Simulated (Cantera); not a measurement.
An isothermal, constant-pressure homogeneous reactor starts with 40.0 % NO, 60.0 % N2, at 2150 K and 0.132 atm.

Model: GRI-Mech 3.0 (53 species, 325 reactions), integrated in Cantera.

x: mole fraction; the columns are a selection and need not sum to one.

| t (s) | x NO | x NO2 | x O2 | x N2O | x O | x N2 |
|---|---|---|---|---|---|---|
| 0.000100 | 0.400 | 1.36e-7 | 5.49e-8 | 6.55e-6 | … | 0.600 |
| 0.000213 | 0.400 | 5.19e-7 | 2.55e-7 | 1.33e-5 | … | 0.600 |
| 0.000454 | 0.400 | 1.75e-6 | 1.23e-6 | 2.58e-5 | … | 0.600 |
| 0.000969 | 0.400 | 5.11e-6 | 6.27e-6 | 4.53e-5 | … | 0.600 |
| 0.00206 | 0.400 | 1.29e-5 | 3.46e-5 | 6.64e-5 | … | 0.600 |
| 0.00440 | 0.399 | 2.54e-5 | 0.000189 | 7.55e-5 | … | 0.600 |
| 0.00938 | 0.398 | 3.48e-5 | 0.000805 | 7.34e-5 | … | 0.601 |
| 0.0200 | 0.394 | 3.91e-5 | 0.00242 | 7.11e-5 | … | 0.603 |
| 0.0426 | 0.387 | 4.49e-5 | 0.00603 | 6.74e-5 | … | 0.606 |
| 0.0909 | 0.370 | 5.49e-5 | 0.0142 | 6.01e-5 | … | 0.614 |
| 0.194 | 0.333 | 6.84e-5 | 0.0329 | 4.63e-5 | … | 0.633 |
| 0.413 | 0.253 | 7.46e-5 | 0.0723 | 2.51e-5 | … | 0.673 |
| 0.880 | 0.131 | 5.19e-5 | 0.133 | 6.32e-6 | … | 0.734 |
| 1.88 | 0.0384 | 1.77e-5 | 0.179 | 6.84e-7 | 0.00229 | 0.780 |
| 4.00 | 0.0134 | 6.36e-6 | 0.192 | 2.42e-7 | 0.00236 | 0.792 |

### Question
Some entries are withheld; supply them.

### Answer

- 0.000100, x O: 6.96e-6
- 0.000213, x O: 1.52e-5
- 0.000454, x O: 3.43e-5
- 0.000969, x O: 8.07e-5
- 0.00206, x O: 0.000190
- 0.00440, x O: 0.000385
- 0.00938, x O: 0.000549
- 0.0200, x O: 0.000613
- 0.0426, x O: 0.000693
- 0.0909, x O: 0.000845
- 0.194, x O: 0.00111
- 0.413, x O: 0.00152
- 0.880, x O: 0.00200
